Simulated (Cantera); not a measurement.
An adiabatic, constant-volume homogeneous reactor starts with CH₃OH : O₂ : N₂ = 1 : 1.61 : 9.68 (molar parts), equivalence ratio 0.93, at 1148 K and 3.30 bar.

Model: GRI-Mech 3.0 (53 species, 325 reactions), integrated in Cantera. GRI-Mech 3.0 was tuned for natural gas; its chemistry of methanol as a main component is partial and can be far from experiment.

Predict: time of steepest temperature rise; temperature at 1.00 s; equilibrium temperature; x(O₂) at 1.00 s; x(CO) at 1.00 s; x(HCO) at 1.00 s.


| Quantity | Value |
|---|---|
| time of steepest temperature rise | 9.60 ms |
| temperature at 1.00 s | 2612 K |
| equilibrium temperature | 2612 K |
| x(O₂) at 1.00 s | 0.0122 (gas-phase equilibrium 0.0122) |
| x(CO) at 1.00 s | 0.0134 (gas-phase equilibrium 0.0134) |
| x(HCO) at 1.00 s | 1.27e-8 (gas-phase equilibrium 1.27e-8) |
